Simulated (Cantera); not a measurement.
# Premixed flame

A freely propagating, adiabatic, planar premixed flame of 6.48 % CH4, 19.6 % O2, 73.9 % N2, unburnt at 398 K and 5.00 bar; mixture-averaged transport, grid criteria slope 0.08 and curve 0.16, no radiation.

Computed with Cantera and GRI-Mech 3.0 (53 species, 325 reactions). Burning velocities carry a grid error of a few per cent, more on coarse grids.

```
z (mm)   T (K)  u (m/s)    x CH4    x O2       x O  x CH2CO    x C2H6     x NO
-------  -----  -------  -------  ------  --------  -------  --------  -------
-0.759     399    0.127   0.0647   0.196     <1e-8    <1e-8   4.98e-8    <1e-8
-0.506     408    0.130   0.0642   0.196     <1e-8  8.29e-8   6.31e-7    <1e-8
-0.379     440    0.141   0.0624   0.193     <1e-8  6.63e-7   4.50e-6    <1e-8
-0.253     576    0.185   0.0554   0.183     <1e-8  5.57e-6   3.37e-5  2.41e-8
-0.126     987    0.318   0.0343   0.147   1.83e-7  3.55e-5  0.000192  3.99e-7
-0.0632   1320    0.426   0.0169   0.115   8.74e-6  7.39e-5  0.000283  1.20e-6
0         1642    0.529  0.00221  0.0826  0.000230  5.81e-5   2.38e-5  2.24e-6
0.0632    1763    0.566  2.96e-5  0.0708  0.000566  1.91e-6     <1e-8  3.15e-6
0.126     1805    0.577  3.64e-7  0.0683  0.000378  3.04e-8     <1e-8  3.66e-6
0.253     1832    0.585    <1e-8  0.0672  0.000145    <1e-8     <1e-8  4.08e-6
0.506     1843    0.588    <1e-8  0.0670   4.38e-5    <1e-8     <1e-8  4.33e-6
1.01      1845    0.589    <1e-8  0.0670   2.32e-5    <1e-8     <1e-8  4.52e-6
2.02      1845    0.589    <1e-8  0.0670   2.16e-5    <1e-8     <1e-8  4.81e-6
```
x: mole fraction of selected species; z is measured from the peak of heat release.

```
Item                          Value
------------------------  ---------
laminar burning velocity  12.7 cm/s
thermal thickness          0.253 mm
peak x(O)                  0.000573
peak x(CH2CO)               8.78e-5
peak x(C2H6)               0.000287
grid points                     132
```
